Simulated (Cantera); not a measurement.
An isothermal, constant-pressure homogeneous reactor starts with H2 : O2 = 0.07 : 1 (molar parts), at 1075 K and 3.68 Torr.

Detailed kinetics in Cantera: the H2/O2 subset of GRI-Mech 3.0, which has no nitrogen chemistry. Radical loss at walls, strong at low pressure, is not modelled. The temperature is held fixed by assumption; the heat of reaction is taken as removed at once.

x: mole fraction; the columns are a selection and need not sum to one.

```tsv
t (s)	x H2	x O2	x O	x H2O	x H	x HO2	x OH
5.00e-6	0.0654	0.935	<1e-12	<1e-12	7.26e-12	7.34e-12	<1e-12
1.53e-5	0.0654	0.935	<1e-12	<1e-12	2.17e-11	2.24e-11	<1e-12
4.66e-5	0.0654	0.935	6.38e-12	<1e-12	6.26e-11	6.84e-11	6.04e-12
0.000142	0.0654	0.935	5.22e-11	1.35e-11	1.70e-10	2.09e-10	4.46e-11
0.000434	0.0654	0.935	4.00e-10	2.66e-10	5.03e-10	6.39e-10	2.73e-10
0.00133	0.0654	0.935	…	…	…	…	…
0.00405	0.0654	0.935	7.95e-7	1.34e-6	5.50e-7	9.12e-9	4.24e-7
0.0124	0.00778	0.897	0.0252	0.0458	0.0191	2.47e-6	0.00459
0.0377	0.00116	0.896	0.0305	0.0575	0.0120	2.26e-6	0.00251
0.115	0.000705	0.912	0.0177	0.0623	0.00535	2.10e-6	0.00197
0.351	0.000202	0.927	0.00491	0.0663	0.000783	1.48e-6	0.00105
1.07	2.76e-5	0.932	0.000670	0.0674	3.93e-5	5.84e-7	0.000389
3.28	3.28e-6	0.932	8.09e-5	0.0676	1.65e-6	1.38e-7	0.000136
10.0	…	0.932	…	0.0676	…	…	…
```

Q: Fill in the missing entries.

A: 
- 0.00133, x O: 4.57e-9
- 0.00133, x H2O: 6.07e-9
- 0.00133, x H: 3.43e-9
- 0.00133, x HO2: 1.96e-9
- 0.00133, x OH: 2.53e-9
- 10.0, x H2: 4.93e-7
- 10.0, x O: 1.23e-5
- 10.0, x H: 9.86e-8
- 10.0, x HO2: 2.86e-8
- 10.0, x OH: 5.30e-5
